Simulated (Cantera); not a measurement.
Input: 1 mol Pb, 1.7 mol NH₃, 30 mol N₂, held at 1.00 Torr.

Method: chemical equilibrium by Gibbs-energy minimisation in Cantera with the NASA 1993 tables (ideal gas, pure condensed phases). Candidate condensed phases: Pb; 11 gas species. Rates play no part.

Q: Which condensed phases are stable at each of these points (T (K)): 975, 1025, 1075, 1125, 1175, 1225, 1275, 1325, 1375, 1425, 1475, 1525, 1575?

A: 
| T (K) | condensed phases | Pb condensed (%) |
|---|---|---|
| 975 | Pb(l) | 76.9 |
| 1025 | Pb(l) | 28.8 |
| 1075 | gas only | 0.0 |
| 1125 | gas only | 0.0 |
| 1175 | gas only | 0.0 |
| 1225 | gas only | 0.0 |
| 1275 | gas only | 0.0 |
| 1325 | gas only | 0.0 |
| 1375 | gas only | 0.0 |
| 1425 | gas only | 0.0 |
| 1475 | gas only | 0.0 |
| 1525 | gas only | 0.0 |
| 1575 | gas only | 0.0 |

From 975 K to 1025 K the condensed part is Pb(l). From 1075 K to 1575 K nothing is condensed.
